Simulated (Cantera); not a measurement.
An isothermal, constant-pressure homogeneous reactor starts with NH3 : N2 = 1 : 4.2 (molar parts), at 1575 K and 10.00 Torr.

Computed with Cantera and the gas-phase N/H chemistry of the illustrative SiF4/NH3 mechanism in the Surface Chemkin manual (1991). Walls and surfaces, which speed up NH3 decomposition in real reactors, are not modelled.

x: mole fraction; the columns are a selection and need not sum to one.

```csv
t (s),x NH3,x N2H2,x NH2,x H,x N2,x H2,x NH
0.000200,0.192,<1e-12,2.60e-8,3.42e-9,0.808,1.13e-8,<1e-12
0.000569,0.192,<1e-12,8.02e-8,3.48e-9,0.808,3.84e-8,<1e-12
0.00162,0.192,1.05e-12,2.35e-7,3.48e-9,0.808,1.16e-7,1.94e-12
0.00462,0.192,1.53e-11,[?],3.48e-9,0.808,[?],2.27e-11
0.0131,0.192,1.64e-10,1.93e-6,3.50e-9,0.808,9.65e-7,2.95e-10
0.0374,0.192,1.52e-9,5.49e-6,3.67e-9,0.808,2.81e-6,3.30e-9
0.107,0.192,1.38e-8,1.56e-5,5.33e-9,0.808,9.37e-6,2.46e-8
0.303,0.192,[?],[?],[?],0.808,[?],[?]
0.864,0.192,6.16e-7,9.71e-5,2.52e-7,0.807,0.000814,3.90e-7
2.46,0.188,7.10e-7,9.81e-5,1.14e-6,0.807,0.00473,5.86e-7
7.00,0.180,5.90e-7,8.32e-5,3.00e-6,0.805,0.0149,7.13e-7
```

Question: What belongs in the gaps?

Answer: 
- 0.00462, x NH2: 6.75e-7
- 0.00462, x H2: 3.36e-7
- 0.303, x N2H2: 1.20e-7
- 0.303, x NH2: 4.41e-5
- 0.303, x H: 2.33e-8
- 0.303, x H2: 6.13e-5
- 0.303, x NH: 1.22e-7
